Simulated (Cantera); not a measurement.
Input: 1 mol SiHCl3, 0.47 mol Cl2, 7.9 mol N2, at 1173.15 K and 6.30 mbar.

Cantera equilibrium calculation (NASA polynomials, part measured and part estimated; ideal gas, pure solids and liquids). Candidate condensed phases: NH4Cl, Si, Si3N4; 28 gas species. N2 is the only nitrogen source here; it is nearly inert below about 1500 K, so the nitride shown seldom forms there in practice. The tables' values for SiCl3 are old estimates; treat these amounts as uncertain. Equilibrium is a limit: real reactors are often held back by kinetics, nucleation or transport.

Base state: N2 0.819, HCl 0.0938, SiCl4 0.0786, H2 0.00591, SiCl3 0.00219, SiCl2 0.000599, SiHCl3 0.000116 (mole fractions); condensed: Si3N4(s).

**Question.** What changes in the equilibrium state with this change: SiHCl3 replaced by SiCl4?

**Answer.** 
```json
[
 {"species": "N2", "before": "0.819", "after": "0.839"},
 {"species": "SiCl4", "before": "0.0786", "after": "0.106"},
 {"species": "Cl2", "before": "1.26e-9", "after": "0.0452"},
 {"species": "HCl", "before": "0.0938", "after": "0"},
 {"species": "H2", "before": "0.00591", "after": "0"},
 {"species": "SiCl2", "before": "0.000599", "after": "<1e-9"},
 {"species": "SiHCl3", "before": "0.000116", "after": "0"},
 {"species": "Cl", "before": "1.59e-6", "after": "0.00950"},
 {"species": "SiCl3", "before": "0.00219", "after": "4.94e-7"},
 {"species": "Si3N4(s), mol", "before": "0.0762", "after": "0"}
]
```

**Question.** What changes in the equilibrium state with this change: Cl2 from 0.47 to 0.013 mol?

**Answer.** 
| species | before | after |
|---|---|---|
| N2 | 0.819 | 0.837 |
| HCl | 0.0938 | 0.0958 |
| SiCl4 | 0.0786 | 0.0578 |
| SiCl3 | 0.00219 | 0.00173 |
| H2 | 0.00591 | 0.00714 |
| SiCl2 | 0.000599 | 0.000510 |
| SiHCl3 | 0.000116 | 0.000100 |
| Si3N4(s), mol | 0.0762 | 0.151 |
